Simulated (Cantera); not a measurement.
Feed: 1 mol BCl₃, 2 mol H₂, 0.75 mol N₂, held at 1177 °C and 13.3 mbar.

These are equilibrium values from Cantera (NASA tables, ideal gas, pure condensed phases), not measurements of a reactor. Candidate condensed phases: B, BN, NH₄Cl; 21 gas species. N₂ is the only nitrogen source here; it is nearly inert below about 1500 K, so the nitride shown seldom forms there in practice. The tables' values for BCl₂ are old estimates; treat these amounts as uncertain. Gases not in the tables: BHCl₂. The numbers say what is thermodynamically allowed, not how fast it happens.

Base state: HCl 0.782, H₂ 0.142, N₂ 0.0697, BCl₃ 0.00600, Cl 0.000138, H 3.09e-5, BCl₂ 2.14e-5 (mole fractions); condensed: BN(s).

Question: What changes in the equilibrium state with this change: BCl₃ replaced by B?

Answer: 
```
species       before    after
----------  --------  -------
H₂             0.142    0.889
N₂            0.0697    0.111
H            3.09e-5  7.72e-5
HCl            0.782        0
BCl₃         0.00600        0
Cl          0.000138        0
BCl₂         2.14e-5        0
BN(s), mol     0.977     1.00
```
